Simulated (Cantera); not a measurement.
A perfectly stirred reactor is fed with H2 : O2 : N2 = 1 : 0.455 : 1.71 (molar parts), equivalence ratio 1.1, at 500000 Pa; it is adiabatic with a 700 K inlet, and is followed from long to short residence time, starting on the burning branch (τ in s: 0.03, 0.013, 0.0053, 0.0023, 0.00095, 0.0004, 0.00017, 7.2e-05, 3e-05, 1.3e-05, 5.4e-06).

Model: the H2/O2 subset of GRI-Mech 3.0, which has no nitrogen chemistry, integrated in Cantera. The hydrogen kinetics of GRI-Mech 3.0 are dated; newer H2 mechanisms differ, most at raised pressure.

What does this change do: O2 0.455 to 0.31 parts?


```
quantity                                                                          before                                   after
------------------------------------------------  --------------------------------------  --------------------------------------
blow-out, bracketed by the residence times tried  burning at 5.40 µs, the shortest tried  burning at 5.40 µs, the shortest tried
x(H2) at τ = 30.0 ms                                                              0.0402                                   0.139
x(O2) at τ = 30.0 ms                                                             0.00217                                 2.72e-5
x(H) at τ = 30.0 ms                                                              0.00463                                 0.00167
x(O) at τ = 30.0 ms                                                             0.000673                                 3.32e-6
x(OH) at τ = 30.0 ms                                                             0.00911                                0.000390
x(H2) at τ = 0.400 ms                                                             0.0445                                   0.136
x(O2) at τ = 0.400 ms                                                            0.00412                                0.000416
x(H) at τ = 0.400 ms                                                             0.00728                                  0.0102
x(O) at τ = 0.400 ms                                                             0.00126                                0.000120
x(OH) at τ = 0.400 ms                                                             0.0118                                 0.00216
```
